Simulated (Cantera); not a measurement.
Charge: 1 mol Si3H8, 0.49 mol Cl2, 240 mol H2, at 1252 °C and 13.3 mbar.

Cantera equilibrium calculation (NASA polynomials, part measured and part estimated; ideal gas, pure solids and liquids). Candidate condensed phases: Si; 19 gas species. The feed counts by its element totals alone. Kinetics and transport are ignored.

Base state: H2 0.996, HCl 0.00391, H 0.000204, SiCl2 5.01e-5 (mole fractions); condensed: Si(s).

What changes in the equilibrium state with this change: Cl2 from 0.49 to 0.081 mol?


| species | before | after |
|---|---|---|
| H2 | 0.996 | 0.999 |
| HCl | 0.00391 | 0.000661 |
| H | 0.000204 | 0.000205 |
| SiCl2 | 5.01e-5 | 1.43e-6 |
| Si(s), mol | 2.99 | 3.00 |

What changes in the equilibrium state with this change: H2 from 240 to 37 mol?


| species | before | after |
|---|---|---|
| H2 | 0.996 | 0.978 |
| HCl | 0.00391 | 0.0207 |
| SiCl2 | 5.01e-5 | 0.00144 |
| H | 0.000204 | 0.000203 |
| Si(s), mol | 2.99 | 2.94 |
